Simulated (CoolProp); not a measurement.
Values from CoolProp's reference Helmholtz-energy equation of state, Tillner-Roth 1994.

Question: Give the vapour pressure (kPa), liquid cp (kJ/(kg K)), surface tension (mN/m), liquid conductivity (mW/(m K)) of saturated R134a at 299.6, 321 K.

Answer: 
```
T (K)  p (kPa)  liquid cp (kJ/(kg K))  surface tension (mN/m)  liquid conductivity (mW/(m K))
-----  -------  ---------------------  ----------------------  ------------------------------
299.6      695                   1.43                    7.84                            80.5
321       1250                   1.55                    5.15                            71.4
```

Thermal conductivity comes from a separate model (McLinden 2000), an estimate that may be off by 10 % or more. Surface tension comes from a separate correlation (Mulero 2012).
